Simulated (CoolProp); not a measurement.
A single-stage vapour-compression cycle with the fluid: evaporating at 282.15 K (dew point), condensing at 309.15 K (bubble point), superheat 10 K, subcooling 8 K, compressor efficiency 0.7, no pressure losses. The same conditions are run with several fluids, on thermodynamics alone (safety and materials aside).

The numbers come from the reference Helmholtz-energy equation of state of each fluid (R115: Lemmon 2016; chloromethane (R40): Thol 2014; dimethyl ether: Wu 2011; R245fa: Akasaka 2015; hydrogen sulfide: Lemmon 2006; n-perfluorohexane: Gao 2022) in CoolProp.

```json
[
 {"fluid": "R115", "cooling COP": "6.56", "pressure ratio": "___", "discharge temperature (K)": "319.3", "refrigerating effect (kJ/kg)": "91.0", "volumetric capacity (kJ/m³)": "3850"},
 {"fluid": "chloromethane (R40)", "cooling COP": "6.72", "pressure ratio": "2.23", "discharge temperature (K)": "360.5", "refrigerating effect (kJ/kg)": "___", "volumetric capacity (kJ/m³)": "2920"},
 {"fluid": "dimethyl ether", "cooling COP": "6.85", "pressure ratio": "2.22", "discharge temperature (K)": "335.9", "refrigerating effect (kJ/kg)": "___", "volumetric capacity (kJ/m³)": "2910"},
 {"fluid": "R245fa", "cooling COP": "7.01", "pressure ratio": "2.77", "discharge temperature (K)": "324.7", "refrigerating effect (kJ/kg)": "184", "volumetric capacity (kJ/m³)": "828"},
 {"fluid": "hydrogen sulfide", "cooling COP": "6.40", "pressure ratio": "1.96", "discharge temperature (K)": "362.7", "refrigerating effect (kJ/kg)": "418", "volumetric capacity (kJ/m³)": "8880"},
 {"fluid": "n-perfluorohexane", "cooling COP": "___", "pressure ratio": "___", "discharge temperature (K)": "309.1", "refrigerating effect (kJ/kg)": "85.4", "volumetric capacity (kJ/m³)": "___"}
]
```

Fill in the missing entries.


- R115, pressure ratio: 2.06
- chloromethane (R40), refrigerating effect (kJ/kg): 372
- dimethyl ether, refrigerating effect (kJ/kg): 393
- n-perfluorohexane, cooling COP: 6.93
- n-perfluorohexane, pressure ratio: 3.36
- n-perfluorohexane, volumetric capacity (kJ/m³): 167

The compression ends wet for: n-perfluorohexane.
